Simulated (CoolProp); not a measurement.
Vapour pressure (bar) of oxygen: the reference equation beside estimates from Tc = 154.6 K, pc = 50.46 bar, ω = 0.022. Clausius-Clapeyron is anchored at 123.5 K with a constant enthalpy of vaporisation of 5.346 kJ/mol.

The numbers come from the reference Helmholtz-energy equation of state, Schmidt 1985 in CoolProp.

| T (K) | reference | Lee-Kesler | Clausius-Clapeyron | van der Waals | Redlich-Kwong | Soave-Redlich-Kwong | Peng-Robinson |
|---|---|---|---|---|---|---|---|
| 113.9 | 7.045 | 7.050 | 8.030 | 13.07 | 6.698 | 7.074 | 7.074 |
| 116.3 | 8.194 | 8.201 | 9.022 | 14.46 | 7.878 | 8.241 | 8.228 |
| 118.7 | 9.473 | 9.481 | 10.09 | 15.95 | 9.197 | 9.542 | 9.513 |
| 121.1 | 10.89 | 10.90 | 11.23 | 17.54 | 10.66 | 10.98 | 10.94 |
| 123.5 | 12.45 | 12.46 | 12.45 | 19.22 | 12.28 | 12.58 | 12.51 |
| 125.9 | 14.17 | 14.17 | 13.75 | 20.99 | 14.07 | 14.33 | 14.24 |
| 128.2 | 15.97 | 15.97 | 15.07 | 22.79 | 15.93 | 16.16 | 16.06 |
| 130.6 | 18.02 | 18.01 | 16.53 | 24.77 | 18.06 | 18.24 | 18.12 |
| 133 | 20.25 | 20.23 | 18.06 | ___ | 20.36 | 20.51 | 20.37 |
| 135.4 | 22.67 | 22.64 | 19.68 | 29.03 | 22.86 | 22.97 | 22.81 |
| 137.8 | ___ | 25.25 | 21.38 | 31.32 | 25.55 | 25.62 | 25.45 |
| 140.2 | 28.12 | 28.08 | 23.15 | 33.72 | 28.45 | 28.48 | ___ |

### Question
Fill in the missing entries.

### Answer

- 133, van der Waals: 26.85
- 137.8, reference: 25.29
- 140.2, Peng-Robinson: 28.31

Absolute difference from the reference over all 12 rows, mean and median: Lee-Kesler 0.1 and 0.1 %, Clausius-Clapeyron 9.0 and 9.2 %, van der Waals 48.2 and 45.4 %, Redlich-Kwong 1.7 and 1.1 %, Soave-Redlich-Kwong 1.0 and 1.2 %, Peng-Robinson 0.5 and 0.5 %.
